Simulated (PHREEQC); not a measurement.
Consider water at 25 °C with 0.0044 mol/kgw H2SeO3 and 0.00018 mol/kgw H3PO4. Closed to the air; pH follows from the charge balance.

Equilibrium calculation in PHREEQC: ion-association model, wateq4f.dat.

```csv
quantity,before,after
pH,2.68,4.35
ionic strength (mol/kgw),0.00221,4.47e-5
H2SeO3 (mol/kgw),0.00233,1.06e-6
HSeO3- (mol/kgw),0.00207,4.29e-5
SeO3-2 (mol/kgw),3.63e-9,3.13e-9
```

**Question.** Name the change that produced these shifts.
(A) H3PO4 replaced by (NH4)2HPO4 at the same molality
(B) H3PO4 left out
(C) 0.0046 mol/kgw Ca(OH)2 added
(D) 0.0011 mol/kgw Na2SO4 added
(E) diluted 100-fold with water

**Answer.** E, diluted 100-fold with water

No solid was allowed to form. H3PO4, which wateq4f.dat lacks, is added to it with the constant of phreeqc.dat.
